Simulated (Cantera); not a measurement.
A Cantera script and what it prints.

```python
import numpy as np
import cantera as ct

gas_names = [...]  # 151 gases of nasa_gas.yaml made of C, H, N, O, Si
cond_names = """
    C(gr) C6H6(L) C7H8(L) C8H18(L),n-octa H2O(s) H2O(L) Si(cr) Si(L) SiC(b) SiO2(Lqz) SiO2(hqz) SiO2(L)
    Si2N2O(s) Si3N4(a)
""".split()


# ... load() reads the species with a 1 bar reference pressure and builds the phases ...
atoms = {
    'TEOS': {'Si': 1, 'C': 8, 'H': 20, 'O': 4},
    'CO2': {'C': 1, 'O': 2},
    'N2': {'N': 2},
}
top_T = {'C(gr)': 4500, 'SiC(b)': 3050, 'Si2N2O(s)': 2100, 'Si3N4(a)': 2400}  # K; cautious upper limits of use, not melting points


# ... equilibrate(T, P, feed) seeds the gas with the atoms and calls Mixture.equilibrate('TP', solver="vcs", rtol=1e-11, max_steps=5000) ...
results = []
feed = {'TEOS': 1, 'CO2': 0.46, 'N2': 2.6}  # mol
P = 17000  # Pa
for T in [623, 723, 823, 923, 1023, 1123, 1223, 1323, 1423, 1523, 1623, 1723, 1823]:
    mix = equilibrate(T, P, feed)
    results.append((T, P, feed, dict(zip(mix.species_names, mix.species_moles))))

top = {s: max(r[3][s] / sum(r[3][g] for g in gas_names) for r in results) for s in gas_names}
cols = sorted((s for s in top if top[s] > 1e-06), key=lambda s: -top[s])[:7]
seen = [c for c in cond_names if any(r[3].get(c, 0) > 1e-12 for r in results)]
print("log10 of partial pressures in bar; condensed amounts in mol")
print(f"{'T/K':>10s}" + "".join(f"{s[:9]:>10s}" for s in cols + seen))
for T, P, feed, n in results:
    ng = sum(n[g] for g in gas_names)
    print(f"{T:10.4g}" + "".join(f"{np.log10(max(n[s] / ng * P / 1e5, 1e-99)):10.3f}" for s in cols)
          + "".join(f"{n.get(c, 0):10.4g}" for c in seen))
```

It prints:

```
log10 of partial pressures in bar; condensed amounts in mol
       T/K        H2       CH4        CO        N2       H2O       CO2       HCN     C(gr)    SiC(b) SiO2(Lqz) SiO2(hqz) Si2N2O(s)
       623    -1.506    -1.306    -3.766    -1.354    -1.396    -2.329   -10.945      5.27         0         1         0         0
       723    -1.161    -1.595    -2.694    -1.414    -1.545    -2.194    -9.247      6.18         0         1         0         0
       823    -1.015    -2.061    -1.952    -1.477    -1.845    -2.223    -8.030     6.443         0         1         0         0
       923    -0.975    -2.584    -1.595    -1.524    -2.382    -2.691    -7.115     5.851         0         0         1         0
      1023    -0.966    -3.056    -1.512    -1.540    -3.040    -3.469    -6.381     5.574         0         0         1         0
      1123    -0.962    -3.457    -1.498    -1.544    -3.641    -4.215    -5.777     5.534         0         0         1         0
      1223    -0.961    -3.798    -1.496    -1.545    -4.154    -4.853    -5.272     5.533         0         0         1         0
      1323    -0.961    -4.090    -1.495    -1.545    -4.591    -5.394    -4.845     5.534         0         0         1         0
      1423    -0.988    -4.395    -1.342    -1.665    -4.841    -5.550    -4.551     4.035         0         0         0       0.5
      1523    -0.988    -4.614    -1.342    -1.666    -5.166    -5.949    -4.233     4.033         0         0         0    0.4996
      1623    -0.988    -4.805    -1.343    -1.666    -5.451    -6.297    -3.955      4.03         0         0         0    0.4971
      1723    -1.014    -5.025    -1.323    -1.600    -5.708    -6.563    -3.689     2.559    0.9784         0         0         0
      1823    -1.014    -5.176    -1.324    -1.601    -5.932    -6.834    -3.472     2.557     0.971         0         0         0
```

These are equilibrium values from Cantera (NASA tables, ideal gas, pure condensed phases), not measurements of a reactor. The feed counts by its element totals alone. N2 is the only nitrogen source here; it is nearly inert below about 1500 K, so the nitride shown seldom forms there in practice. The tables hold silica as quartz up to 1696 K and as liquid above; real silica turns to tridymite and cristobalite and melts near 1996 K.
